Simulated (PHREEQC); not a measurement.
Make-up at 25 °C: 160 mmol/kgw HF and 2.8 mmol/kgw KF. Closed to the air; pH follows from the charge balance.

The numbers come from PHREEQC with the ion-association model, wateq4f.dat.

Precipitation was switched off in this run.

Task: Order these F species by the share of F that they hold, largest first: F-, H2F2, HF2-, HF.

Result: HF (60 %), H2F2 (31 %), F- (5.4 %), HF2- (4.0 %)

The pH is 2.08 and the ionic strength 0.0120 mol/kgw. wateq4f.dat counts part of the HF as a dimer, H2F2, which phreeqc.dat doesn't know; its constant is uncertain.
